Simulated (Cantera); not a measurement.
Cantera run, input and output.

```python
import numpy as np
import cantera as ct

surf = ct.Interface("ptcombust.yaml", "Pt_surf")
gas = surf.adjacent["gas"]
gas.TPX = 848, 49000, {'H2': 0.0036, 'O2': 0.11, 'N2': 0.79}
surf.TP = 848, 49000
reactor = ct.FlowReactor(gas, clone=False)
reactor.area = 0.0001  # m2
reactor.surface_area_to_volume_ratio = 340  # 1/m
reactor.mass_flow_rate = 1.4 * reactor.area * gas.density  # inlet velocity 1.4 m/s
reactor.energy_enabled = False
wall = ct.ReactorSurface(surf, reactor, clone=False)
net = ct.ReactorNet([reactor])
net.rtol, net.atol = 1e-8, 1e-16
show, cover = ['H2', 'O2', 'H2O'], ['PT(S)', 'H(S)', 'O(S)', 'OH(S)', 'CO(S)', 'C(S)']

rows = []
print(f"{'z/m':>9s}{'u/(m/s)':>9s}" + "".join(f"{s:>13s}" for s in show + cover))
for z in [0.00033, 0.00063, 0.0012, 0.0023, 0.0045, 0.0087, 0.017, 0.033]:
    net.advance(z)
    rows.append([reactor.speed, *gas[show].X, *surf[cover].coverages])
    print(f"{z:9.4g}{rows[-1][0]:9.3g}" + "".join(f"{x:13.4e}" for x in rows[-1][1:]))
```

Result:

```
      z/m  u/(m/s)           H2           O2          H2O        PT(S)         H(S)         O(S)        OH(S)        CO(S)         C(S)
  0.00033      1.4   2.9977e-03   1.2130e-01   9.8836e-04   9.7363e-02   1.5542e-08   9.0179e-01   8.4447e-04  -8.3510e-30  -2.3210e-32
  0.00063      1.4   2.3527e-03   1.2102e-01   1.6347e-03   9.2377e-02   1.4609e-08   9.0674e-01   8.8353e-04   4.8431e-29   1.2702e-31
   0.0012      1.4   1.5251e-03   1.2065e-01   2.4639e-03   8.6453e-02   1.3417e-08   9.1262e-01   9.2593e-04   3.5015e-28   9.1816e-31
   0.0023      1.4   6.9719e-04   1.2029e-01   3.2934e-03   8.1033e-02   1.2261e-08   9.1801e-01   9.6136e-04  -1.7072e-27  -7.3033e-30
   0.0045      1.4   1.5793e-04   1.2005e-01   3.8338e-03   7.7760e-02   1.1538e-08   9.2126e-01   9.8135e-04   4.3816e-28   1.2592e-30
   0.0087      1.4   9.8961e-06   1.1999e-01   3.9821e-03   7.6895e-02   1.1344e-08   9.2212e-01   9.8647e-04   2.2414e-26   6.1093e-29
    0.017      1.4   4.2387e-08   1.1998e-01   3.9920e-03   7.6838e-02   1.1331e-08   9.2217e-01   9.8680e-04  -6.5662e-26  -1.7172e-28
    0.033      1.4   1.2852e-12   1.1998e-01   3.9920e-03   7.6838e-02   1.1331e-08   9.2217e-01   9.8680e-04  -6.5528e-26  -1.7207e-28
```

Computed with Cantera and Deutschmann's 1995 Pt surface mechanism with GRI-Mech 3.0 gas chemistry. Catalytic surfaces can have several steady states; this one follows from the mechanism file's or the stated starting coverage. Mass transfer to the wall is taken as infinitely fast.
